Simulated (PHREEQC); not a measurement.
Solution A (0.07 mol/kgw MgCl2, 0.0011 mol/kgw NaHCO3 and 3.1e-06 mol/kgw H4SiO4) is mixed with solution B (34 mmol/kgw NiSO4, 51 mmol/kgw MgSO4, 95 mmol/kgw H2SO4 and 6.6 mmol/kgw NaCl) at 84 °C; shares are by mass of water, 1 kg in all. Oxygen alone is held at its pressure in air (log pO2 = -0.68). No CO2 enters from the air. Only these solids could form: Brucite, Nesquehonite, Ni(OH)2, NiCO3, Ni4(OH)6SO4, SiO2(a), Halite, Mirabilite, Epsomite, Morenosite, Nahcolite, Natron.

Computed with PHREEQC (ion-association model, wateq4f.dat).

| share of solution B | pH | CO2 (mol/kgw) | Ni+2 (mol/kgw) |
|---|---|---|---|
| 0 | 6.99 | 0.000107 | 0 |
| 0.05 | 2.26 | 0.00104 | 0.00150 |
| 0.1 | 1.99 | 0.000990 | 0.00295 |
| 0.2 | 1.76 | 0.000880 | 0.00574 |
| 0.25 | 1.69 | 0.000825 | 0.00710 |
| 0.3 | 1.64 | 0.000770 | 0.00843 |
| 0.35 | 1.59 | 0.000715 | 0.00975 |
| 0.4 | 1.56 | 0.000660 | 0.0111 |
| 0.45 | 1.53 | 0.000605 | 0.0123 |
| 0.55 | 1.47 | 0.000495 | 0.0149 |
| 0.6 | 1.45 | 0.000440 | 0.0161 |
| 0.65 | 1.43 | 0.000385 | 0.0174 |
| 0.7 | 1.41 | 0.000330 | 0.0186 |
| 0.75 | 1.40 | 0.000275 | 0.0199 |
| 0.8 | 1.38 | 0.000220 | 0.0211 |
| 0.9 | 1.35 | 0.000110 | 0.0236 |
| 0.95 | 1.34 | 5.50e-5 | 0.0248 |
| 1 | 1.33 | 0 | 0.0260 |

At this temperature some constants are extrapolated from 25 °C, and those without enthalpy data are left unchanged.
